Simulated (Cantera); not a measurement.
# Reactions in the system N-O-V

Standard-state values (1 bar) from the NASA 1993 polynomials, evaluated with Cantera. Values are per mole of reaction as written; species without (g) are pure solids or liquids, kept so even where they would boil at 1 bar. VN: taken at fixed stoichiometry.

V + 2 NO(g) ⇌ VN + NO2(g)

```csv
T (K),ΔH° (kJ),ΔS° (J/K),ΔG° (kJ),log10 K
1898,-354.9,-164.9,-41.9,1.15
1923,-354.7,-164.8,-37.8,1.03
1948,-354.5,-164.7,-33.7,0.90
1973,-354.3,-164.6,-29.6,0.78
1998,-354.1,-164.5,-25.5,0.67
2023,-353.9,-164.4,-21.4,0.55
2048,-353.7,-164.3,-17.2,0.44
2073,-353.5,-164.2,-13.1,0.33
```

2 NO2(g) + 3 V2O4 ⇌ 3 V2O5 + N2O(g)

```tsv
T (K)	ΔH° (kJ)	ΔS° (J/K)	ΔG° (kJ)	log10 K
1898	-515.7	-217.5	-102.8	2.83
1923	-518.8	-219.1	-97.4	2.64
1948	-521.8	-220.7	-91.9	2.46
1973	-524.9	-222.3	-86.3	2.29
1998	-528.0	-223.8	-80.7	2.11
2023	-531.1	-225.4	-75.1	1.94
2048	-534.2	-226.9	-69.5	1.77
2073	-537.2	-228.4	-63.8	1.61
```

VO2(g) + NO(g) ⇌ O3(g) + VN

```json
[
 {"T (K)": "1898", "ΔH° (kJ)": "99.0", "ΔS° (J/K)": "-168.1", "ΔG° (kJ)": "418.1", "log10 K": "-11.51"},
 {"T (K)": "1923", "ΔH° (kJ)": "99.9", "ΔS° (J/K)": "-167.6", "ΔG° (kJ)": "422.3", "log10 K": "-11.47"},
 {"T (K)": "1948", "ΔH° (kJ)": "100.8", "ΔS° (J/K)": "-167.2", "ΔG° (kJ)": "426.4", "log10 K": "-11.43"},
 {"T (K)": "1973", "ΔH° (kJ)": "101.7", "ΔS° (J/K)": "-166.7", "ΔG° (kJ)": "430.6", "log10 K": "-11.40"},
 {"T (K)": "1998", "ΔH° (kJ)": "102.7", "ΔS° (J/K)": "-166.2", "ΔG° (kJ)": "434.8", "log10 K": "-11.37"},
 {"T (K)": "2023", "ΔH° (kJ)": "103.6", "ΔS° (J/K)": "-165.7", "ΔG° (kJ)": "438.9", "log10 K": "-11.33"},
 {"T (K)": "2048", "ΔH° (kJ)": "104.6", "ΔS° (J/K)": "-165.2", "ΔG° (kJ)": "443.1", "log10 K": "-11.30"},
 {"T (K)": "2073", "ΔH° (kJ)": "105.6", "ΔS° (J/K)": "-164.8", "ΔG° (kJ)": "447.2", "log10 K": "-11.27"}
]
```

3 NO(g) + 3 V ⇌ 3 VN + O3(g)

```tsv
T (K)	ΔH° (kJ)	ΔS° (J/K)	ΔG° (kJ)	log10 K
1898	-749.7	-336.6	-110.8	3.05
1923	-749.0	-336.3	-102.4	2.78
1948	-748.3	-335.9	-94.0	2.52
1973	-747.6	-335.6	-85.6	2.27
1998	-747.0	-335.2	-77.2	2.02
2023	-746.3	-334.9	-68.8	1.78
2048	-745.6	-334.5	-60.5	1.54
2073	-744.9	-334.2	-52.1	1.31
```
